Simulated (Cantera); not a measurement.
Equilibrium for tantalum, niobium, vanadium and zirconium in process gases: Zr + N₂O + H₂

Input: 1 mol Zr, 2.7 mol N₂O, 29 mol H₂, at 32.0 Pa.

Method: chemical equilibrium by Gibbs-energy minimisation in Cantera with the NASA 1993 tables (ideal gas, pure condensed phases). Candidate condensed phases: H₂O, Zr, ZrN, ZrO₂; 28 gas species. The numbers say what is thermodynamically allowed, not how fast it happens.

From 1998 K to 2598 K the condensed part is ZrO₂(tetragonal). The main Zr-bearing gas is ZrO₂ throughout.

```
T (K)  log p H₂  log p H  log p N₂  log p H₂O  log p O  log p ZrO₂  log p OH  log p ZrO  n ZrO₂(tetragonal)
-----  --------  -------  --------  ---------  -------  ----------  --------  ---------  ------------------
1998      -3.58    -4.59     -4.58      -5.17    -8.32      -10.50     -7.18     -11.69               1.000
2048      -3.60    -4.45     -4.59      -5.18    -7.99      -10.01     -7.00     -11.12               1.000
2098      -3.62    -4.32     -4.60      -5.20    -7.67       -9.54     -6.82     -10.58               1.000
2148      -3.65    -4.20     -4.61      -5.21    -7.37       -9.09     -6.66     -10.07               1.000
2198      -3.68    -4.09     -4.62      -5.24    -7.08       -8.66     -6.51      -9.58               1.000
2248      -3.72    -3.99     -4.64      -5.27    -6.80       -8.25     -6.37      -9.11               0.999
2298      -3.77    -3.91     -4.66      -5.32    -6.54       -7.86     -6.24      -8.67               0.998
2348      -3.84    -3.83     -4.68      -5.38    -6.30       -7.49     -6.14      -8.23               0.995
2398      -3.92    -3.76     -4.70      -5.47    -6.07       -7.14     -6.05      -7.80               0.988
2448      -4.01    -3.70     -4.73      -5.60    -5.88       -6.79     -6.01      -7.37               0.971
2498      -4.11    -3.66     -4.75      -5.76    -5.72       -6.47     -5.99      -6.93               0.930
2548      -4.23    -3.62     -4.78      -5.96    -5.60       -6.15     -6.01      -6.48               0.833
2598      -4.36    -3.60     -4.80      -6.17    -5.47       -5.85     -6.04      -6.05               0.611
```
log p: log10 of the partial pressure in bar; n: condensed amount in mol.
